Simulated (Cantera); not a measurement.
An adiabatic, constant-pressure homogeneous reactor starts with CO : H2 : O2 : N2 = 1 : 0.19 : 0.238 : 0.895 (molar parts), at 975 K and 0.560 bar. Integrator tolerance rtol = 1e-08.

Detailed kinetics in Cantera: GRI-Mech 3.0 (53 species, 325 reactions).

Problem. What does this change do: constant volume in place of constant pressure?

Solution. 
```json
[
 {"quantity": "time of steepest temperature rise", "before": "0.779 ms", "after": "0.757 ms"},
 {"quantity": "temperature at 2.00 s", "before": "2470 K", "after": "2716 K"},
 {"quantity": "equilibrium temperature", "before": "2470 K", "after": "2716 K"},
 {"quantity": "x(CO) at 2.00 s", "before": "0.320 (gas-phase equilibrium 0.320)", "after": "0.325 (gas-phase equilibrium 0.325)"},
 {"quantity": "x(H2) at 2.00 s", "before": "0.0218 (gas-phase equilibrium 0.0218)", "after": "0.0203 (gas-phase equilibrium 0.0203)"},
 {"quantity": "x(O2) at 2.00 s", "before": "0.000427 (gas-phase equilibrium 0.000427)", "after": "0.00169 (gas-phase equilibrium 0.00169)"},
 {"quantity": "x(HO2) at 2.00 s", "before": "8.84e-8 (gas-phase equilibrium 8.84e-8)", "after": "5.59e-7 (gas-phase equilibrium 5.59e-7)"},
 {"quantity": "x(H2O2) at 2.00 s", "before": "6.67e-9 (gas-phase equilibrium 6.67e-9)", "after": "3.35e-8 (gas-phase equilibrium 3.35e-8)"},
 {"quantity": "x(CO2) at 2.00 s", "before": "0.157 (gas-phase equilibrium 0.157)", "after": "0.150 (gas-phase equilibrium 0.150)"}
]
```

Problem. What does this change do: pressure from 0.560 bar to 1.10 bar?

Solution. 
```csv
quantity,before,after
time of steepest temperature rise,0.779 ms,0.860 ms
temperature at 2.00 s,2470 K,2484 K
equilibrium temperature,2470 K,2484 K
x(CO) at 2.00 s,0.320 (gas-phase equilibrium 0.320),0.320 (gas-phase equilibrium 0.320)
x(H2) at 2.00 s,0.0218 (gas-phase equilibrium 0.0218),0.0219 (gas-phase equilibrium 0.0219)
x(O2) at 2.00 s,0.000427 (gas-phase equilibrium 0.000427),0.000257 (gas-phase equilibrium 0.000257)
x(HO2) at 2.00 s,8.84e-8 (gas-phase equilibrium 8.84e-8),7.49e-8 (gas-phase equilibrium 7.49e-8)
x(H2O2) at 2.00 s,6.67e-9 (gas-phase equilibrium 6.67e-9),7.60e-9 (gas-phase equilibrium 7.60e-9)
x(CO2) at 2.00 s,0.157 (gas-phase equilibrium 0.157),0.158 (gas-phase equilibrium 0.158)
```
